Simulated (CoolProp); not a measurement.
Values from CoolProp's reference Helmholtz-energy equation of state, Lemmon 2009.

Q: For propane, give the phase and the Z, cp (kJ/(kg K)), speed of sound (m/s), Joule-Thomson coefficient (K/MPa) at 127.9 K and 0.318 bar; 492.3 K and 72 bar; 123.2 K and 0.307 bar.

A: 
- 127.9 K and 0.318 bar: liquid; Z 0.00191, cp 1.97, speed of sound 1850, Joule-Thomson coefficient -0.598
- 492.3 K and 72 bar: supercritical; Z 0.783, cp 3.00, speed of sound 270, Joule-Thomson coefficient 4.22
- 123.2 K and 0.307 bar: liquid; Z 0.00190, cp 1.96, speed of sound 1880, Joule-Thomson coefficient -0.602
